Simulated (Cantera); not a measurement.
A perfectly stirred reactor is fed with CH4 : H2 : H = 0.036 : 1 : 0.0039 (molar parts), at 100.0 Torr; it is held at 2650 K, and followed from long to short residence time.

Computed with Cantera and GRI-Mech 3.0 (53 species, 325 reactions). GRI-Mech 3.0 stops at C3 and has no aromatics, soot or wall deposition, so with more carbon than oxygen in the feed, carbon stays in small species such as C2H2 where larger ones or solid carbon would form.

**Question.** Predict: x(CH4) at τ = 7.50 s; x(H2) at τ = 7.50 s; x(H) at τ = 7.50 s; x(CH2) at τ = 7.50 s; x(CH3) at τ = 7.50 s; x(CH4) at τ = 31.0 ms; x(H2) at τ = 31.0 ms; x(H) at τ = 31.0 ms; x(CH2) at τ = 31.0 ms; x(CH3) at τ = 31.0 ms.

**Answer.** 
| Quantity | Value |
|---|---|
| x(CH4) at τ = 7.50 s | 1.18e-5 |
| x(H2) at τ = 7.50 s | 0.864 |
| x(H) at τ = 7.50 s | 0.120 |
| x(CH2) at τ = 7.50 s | 6.64e-6 |
| x(CH3) at τ = 7.50 s | 2.82e-5 |
| x(CH4) at τ = 31.0 ms | 9.23e-5 |
| x(H2) at τ = 31.0 ms | 0.885 |
| x(H) at τ = 31.0 ms | 0.0993 |
| x(CH2) at τ = 31.0 ms | 3.28e-5 |
| x(CH3) at τ = 31.0 ms | 0.000178 |
